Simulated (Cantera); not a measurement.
**Adiabatic ignition**

An adiabatic, constant-volume homogeneous reactor starts with CH4 : O2 : N2 : H2O = 1 : 5.13 : 19.3 : 0.97 (molar parts), equivalence ratio 0.39, at 1348 K and 170000 Pa.

Cantera simulation using GRI-Mech 3.0 (53 species, 325 reactions); the numbers are that mechanism's predictions, not measurements.

| t (s) | T (K) | P (bar) | x CH4 | x O2 | x H2O | x NO | x HO2 | x CO2 |
|---|---|---|---|---|---|---|---|---|
| 3.00e-6 | 1348 | 1.70 | 0.0379 | 0.194 | 0.0367 | <1e-12 | 2.10e-8 | <1e-12 |
| 7.54e-6 | 1348 | 1.70 | 0.0379 | 0.194 | 0.0367 | <1e-12 | 5.26e-8 | <1e-12 |
| 1.89e-5 | 1348 | 1.70 | 0.0379 | 0.194 | 0.0367 | <1e-12 | 1.31e-7 | <1e-12 |
| 4.75e-5 | 1348 | 1.70 | 0.0379 | 0.194 | 0.0367 | <1e-12 | 3.17e-7 | 2.01e-12 |
| 0.000119 | 1348 | 1.70 | 0.0379 | 0.194 | 0.0367 | <1e-12 | 7.33e-7 | 4.39e-11 |
| 0.000300 | 1348 | 1.70 | 0.0379 | 0.194 | 0.0367 | <1e-12 | 1.45e-6 | 1.63e-9 |
| 0.000754 | 1348 | 1.70 | 0.0378 | 0.194 | 0.0368 | <1e-12 | 2.49e-6 | 9.13e-8 |
| 0.00189 | 1355 | 1.71 | 0.0368 | 0.194 | 0.0376 | <1e-12 | 1.16e-5 | 2.77e-6 |
| 0.00475 | 2313 | 2.92 | <1e-12 | 0.117 | 0.109 | 0.000436 | 7.43e-6 | 0.0370 |
| 0.0119 | 2309 | 2.92 | <1e-12 | 0.116 | 0.109 | 0.00187 | 7.32e-6 | 0.0370 |
| 0.0300 | 2302 | 2.91 | <1e-12 | 0.115 | 0.109 | 0.00475 | 7.10e-6 | 0.0370 |
| 0.0754 | 2293 | 2.90 | <1e-12 | 0.113 | 0.109 | 0.00856 | 6.81e-6 | 0.0371 |
| 0.189 | 2288 | 2.89 | <1e-12 | 0.112 | 0.109 | 0.0106 | 6.66e-6 | 0.0371 |
| 0.475 | 2288 | 2.89 | <1e-12 | 0.112 | 0.109 | 0.0107 | 6.65e-6 | 0.0371 |
| 1.19 | 2288 | 2.89 | <1e-12 | 0.112 | 0.109 | 0.0107 | 6.65e-6 | 0.0371 |
| 3.00 | 2288 | 2.89 | <1e-12 | 0.112 | 0.109 | 0.0107 | 6.65e-6 | 0.0371 |
x: mole fraction; the columns are a selection and need not sum to one.

The time of steepest temperature rise comes out as 2.83 ms, the temperature at 3.00 s comes out as 2288 K and the equilibrium temperature is 2288 K. The x(CH4) at 3.00 s comes out as <1e-12 (gas-phase equilibrium <1e-12) and the x(O2) at 3.00 s comes out as 0.112 (gas-phase equilibrium 0.112). The x(H2O) at 3.00 s is 0.109 (gas-phase equilibrium 0.109).
